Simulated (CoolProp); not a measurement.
R21 along the isotherm 473 K: Z from the reference equation and from simpler models built on Tc = 452.7 K, pc = 5.289 MPa, ω = 0.206; each cubic takes its own stable root.

Model: reference Helmholtz-energy equation of state, Platzer 1990, in CoolProp. This equation is an older, rougher fit; its heat capacities, sound speeds and derivatives of the liquid may be far off and weren't checked against measurements.

| p (MPa) | phase | reference | van der Waals | Redlich-Kwong | Peng-Robinson |
|---|---|---|---|---|---|
| 0.0418 | gas | 0.9977 | 0.9979 | 0.9976 | 0.9974 |
| 0.0675 | gas | 0.9963 | 0.9966 | 0.9962 | 0.9958 |
| 0.109 | gas | 0.9941 | 0.9945 | 0.9938 | 0.9931 |
| 0.176 | gas | 0.9904 | 0.9911 | 0.9900 | 0.9889 |
| 0.285 | gas | 0.9843 | 0.9855 | 0.9837 | 0.9820 |
| 0.46 | gas | 0.9745 | 0.9763 | 0.9735 | 0.9708 |
| 0.743 | gas | 0.9582 | 0.9613 | 0.9567 | 0.9525 |
| 1.2 | gas | 0.9310 | 0.9362 | … | 0.9222 |
| 1.94 | gas | 0.8840 | 0.8929 | … | 0.8712 |
| 3.14 | gas | 0.7983 | 0.8136 | 0.7970 | 0.7819 |
| 5.07 | gas | 0.6195 | 0.6389 | 0.6238 | 0.6086 |
| 8.18 | supercritical | 0.3023 | 0.3778 | … | … |
| 13.2 | supercritical | 0.3865 | … | … | 0.3952 |

Question: Some entries are withheld; supply them.

Answer: 
- 1.2, Redlich-Kwong: 0.9289
- 1.94, Redlich-Kwong: 0.8816
- 8.18, Redlich-Kwong: 0.3402
- 8.18, Peng-Robinson: 0.3277
- 13.2, van der Waals: 0.5129
- 13.2, Redlich-Kwong: 0.4289
